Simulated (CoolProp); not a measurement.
Properties of R365MFC along the isobar 0.115 MPa.

The numbers come from the reference Helmholtz-energy equation of state, Lemmon 2016 in CoolProp.

| T (K) | phase | cp (kJ/(kg K)) | speed of sound (m/s) | isothermal compressibility (1/MPa) | fugacity coefficient |
|---|---|---|---|---|---|
| 371.8 | gas | 1.135 | 144.8 | 8.941 | 0.9741 |
| 384.6 | gas | 1.154 | 147.6 | 8.910 | 0.9770 |
| 397.3 | gas | 1.173 | (withheld) | 8.886 | 0.9794 |
| 410.1 | gas | 1.191 | 152.9 | 8.865 | 0.9815 |
| 422.9 | gas | 1.210 | 155.4 | 8.848 | 0.9833 |
| 435.6 | gas | 1.229 | 157.9 | 8.833 | 0.9848 |
| 448.4 | gas | 1.248 | 160.3 | 8.820 | 0.9861 |
| 461.2 | gas | 1.267 | 162.7 | 8.809 | 0.9873 |
| 473.9 | gas | 1.286 | 165.0 | 8.799 | 0.9884 |
| 486.7 | gas | (withheld) | 167.4 | 8.791 | 0.9893 |
| 499.5 | gas | (withheld) | 169.6 | 8.783 | 0.9902 |

What belongs in the gaps?


- 397.3, speed of sound (m/s): 150.2
- 486.7, cp (kJ/(kg K)): 1.305
- 499.5, cp (kJ/(kg K)): 1.323
